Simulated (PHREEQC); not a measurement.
# Copper plating or etch bath (model solution)

Consider water at 25 °C with 0.0076 mol CuCl2 and 9.8e-05 mol HBF4 per kg of water. Closed to the air; pH follows from the charge balance.

All values are PHREEQC results (ion-association model, phreeqc.dat), not measurements.

```json
{
 "pH": "3.58",
 "ionic_strength": "0.0227 mol/kgw",
 "specific_conductance": "1810 µS/cm",
 "total_alkalinity": "-0.392 meq/kg"
}
```

```
species     molality  activity   log γ
----------  --------  --------  ------
Cl-           0.0150    0.0129  -0.065
Cu+2         0.00740   0.00429  -0.237
H+          0.000298  0.000264  -0.053
F-          0.000276  0.000238  -0.066
CuCl+       0.000173  0.000149  -0.064
H3BO3        9.79e-5   9.84e-5   0.002
HF           9.37e-5   9.41e-5   0.002
CuF+         2.15e-5   1.86e-5  -0.063
CuCl2        1.03e-6   1.04e-6   0.002
CuOH+        1.88e-7   1.62e-7  -0.064
HF2-         9.94e-8   8.59e-8  -0.063
BF2(OH)2-    7.25e-8   6.27e-8  -0.063
Cu2(OH)2+2   2.07e-8   1.15e-8  -0.253
```

This is a speciation only: nothing precipitates in the calculation. Species that the database lacks are ignored. Real BF4- forms and hydrolyses slowly; the run takes it at equilibrium.
